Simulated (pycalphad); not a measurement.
## Effect of Al content in Si-Al

Source of the numbers: pycalphad with the COST 507 light-alloy database (1999); pressure 1 atm. The database dates from 1999; later assessments differ in places, in temperatures and in the compounds included. Amounts are mole fractions of atoms.

```
alloy              liquidus (K)  first solid  solidus (K)               phases at 800 K
-----------------  ------------  -----------  -----------  ----------------------------
Si-26.95Al (wt.%)          1530   DIAMOND_A4          850  DIAMOND_A4 0.72, FCC_A1 0.28
Si-40.66Al (wt.%)          1417   DIAMOND_A4          850  DIAMOND_A4 0.58, FCC_A1 0.42
Si-54.51Al (wt.%)          1277   DIAMOND_A4          850  FCC_A1 0.56, DIAMOND_A4 0.44
Si-82.68Al (wt.%)           924   DIAMOND_A4          850  FCC_A1 0.84, DIAMOND_A4 0.16
```

FCC_A1 is fcc; DIAMOND_A4 is diamond (Si).
